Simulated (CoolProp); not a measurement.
A Linde-Hampson liquefier for carbon monoxide: isothermal reversible compression at 280 K from 1 atm to 10 MPa, throttling to 1 atm, return gas leaving the recuperator 0 K below the feed. Each further row changes one setting.

Model: reference Helmholtz-energy equation of state, Lemmon 2006, in CoolProp. It is a short technical equation, of lower accuracy than the large ones.

| case | liquid yield per pass | compression work (kJ/kg of gas) |
|---|---|---|
| as stated | 0.062 | 379 |
| high pressure 20 MPa | 0.104 | 436 |
| warm-end temperature 310 K | 0.046 | 422 |
| warm-end gap 5 K | 0.051 | 379 |
